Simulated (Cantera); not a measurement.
A closed system holds: 1 mol MgSO₄, 0.14 mol CO₂, 0.051 mol O₂, 5.8 mol H₂O, at 0.130 bar.

Method: chemical equilibrium by Gibbs-energy minimisation in Cantera with the NASA 1993 tables (ideal gas, pure condensed phases). Candidate condensed phases: C, C₆H₆, C₇H₈, C₈H₁₈, H₂O, H₂SO₄, Mg, MgCO₃, MgO, Mg(OH)₂, MgS, MgSO₄, S; 130 gas species. Mutual solubility and eutectic melting of coexisting phases are not modelled. Rates play no part.

x: gas mole fraction; n: condensed amount in mol.

```json
[
 {"T (K)": "523", "x H₂O": "0.968", "x CO₂": "0.0234", "x O₂": "0.00851", "x SO₂": "<1e-12", "x SO₃": "<1e-12", "n MgSO₄(s)": "1.00", "n MgO(s)": "0"},
 {"T (K)": "573", "x H₂O": "0.968", "x CO₂": "0.0234", "x O₂": "0.00851", "x SO₂": "<1e-12", "x SO₃": "1.99e-12", "n MgSO₄(s)": "1.00", "n MgO(s)": "0"},
 {"T (K)": "623", "x H₂O": "0.968", "x CO₂": "0.0234", "x O₂": "0.00851", "x SO₂": "<1e-12", "x SO₃": "8.51e-12", "n MgSO₄(s)": "1.00", "n MgO(s)": "0"},
 {"T (K)": "673", "x H₂O": "0.968", "x CO₂": "0.0234", "x O₂": "0.00851", "x SO₂": "<1e-12", "x SO₃": "8.61e-12", "n MgSO₄(s)": "1.00", "n MgO(s)": "0"},
 {"T (K)": "723", "x H₂O": "0.968", "x CO₂": "0.0234", "x O₂": "0.00851", "x SO₂": "1.70e-11", "x SO₃": "9.42e-11", "n MgSO₄(s)": "1.00", "n MgO(s)": "0"},
 {"T (K)": "773", "x H₂O": "0.968", "x CO₂": "0.0234", "x O₂": "0.00851", "x SO₂": "1.03e-9", "x SO₃": "1.97e-9", "n MgSO₄(s)": "1.00", "n MgO(s)": "0"},
 {"T (K)": "823", "x H₂O": "0.968", "x CO₂": "0.0234", "x O₂": "0.00851", "x SO₂": "3.73e-8", "x SO₃": "2.83e-8", "n MgSO₄(s)": "1.00", "n MgO(s)": "0"},
 {"T (K)": "873", "x H₂O": "0.968", "x CO₂": "0.0234", "x O₂": "0.00851", "x SO₂": "8.92e-7", "x SO₃": "2.97e-7", "n MgSO₄(s)": "1.000", "n MgO(s)": "0"},
 {"T (K)": "923", "x H₂O": "0.968", "x CO₂": "0.0234", "x O₂": "0.00852", "x SO₂": "?", "x SO₃": "?", "n MgSO₄(s)": "1.000", "n MgO(s)": "?"},
 {"T (K)": "973", "x H₂O": "0.968", "x CO₂": "0.0234", "x O₂": "0.00860", "x SO₂": "0.000185", "x SO₃": "1.55e-5", "n MgSO₄(s)": "0.999", "n MgO(s)": "0.00120"},
 {"T (K)": "1023", "x H₂O": "0.966", "x CO₂": "0.0233", "x O₂": "0.00935", "x SO₂": "0.00172", "x SO₃": "8.30e-5", "n MgSO₄(s)": "0.989", "n MgO(s)": "0.0108"}
]
```

Q: Some entries are withheld; supply them.

A: 
- 923, x SO₂: 1.50e-5
- 923, x SO₃: 2.40e-6
- 923, n MgO(s): 0.000104
